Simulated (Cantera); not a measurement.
Feed: 1 mol SiF4, 5.3 mol NO, 4.2 mol N2, equilibrated at 1398.15 K and 1500 Pa.

Method: chemical equilibrium by Gibbs-energy minimisation in Cantera with the NASA 1993 tables (ideal gas, pure condensed phases). Candidate condensed phases: Si, SiO2, Si2N2O, Si3N4; 28 gas species. Equilibrium is a limit: real reactors are often held back by kinetics, nucleation or transport.

Base state: N2 0.652, O2 0.252, SiF4 0.0952, NO 0.000715 (mole fractions); condensed: gas only.

### Question
What changes in the equilibrium state with this change: temperature from 1398.15 K to 2098 K?

### Answer
```json
[
 {"species": "N2", "before": "0.652", "after": "0.645"},
 {"species": "O2", "before": "0.252", "after": "0.244"},
 {"species": "SiF4", "before": "0.0952", "after": "0.0939"},
 {"species": "NO", "before": "0.000715", "after": "0.00965"},
 {"species": "SiO", "before": "<1e-9", "after": "6.92e-5"},
 {"species": "SiO2", "before": "<1e-9", "after": "2.96e-5"},
 {"species": "SiF3", "before": "5.67e-8", "after": "0.000852"},
 {"species": "F", "before": "4.98e-7", "after": "0.00125"},
 {"species": "O", "before": "3.77e-6", "after": "0.00553"}
]
```
The tables' values for SiF3, SiO2 are old estimates; treat these amounts as uncertain.

### Question
What changes in the equilibrium state with this change: NO from 5.3 to 0.32 mol?

### Answer
```tsv
species	before	after
N2	0.652	0.790
SiF4	0.0952	0.181
O2	0.252	0.0289
NO	0.000715	0.000266
```
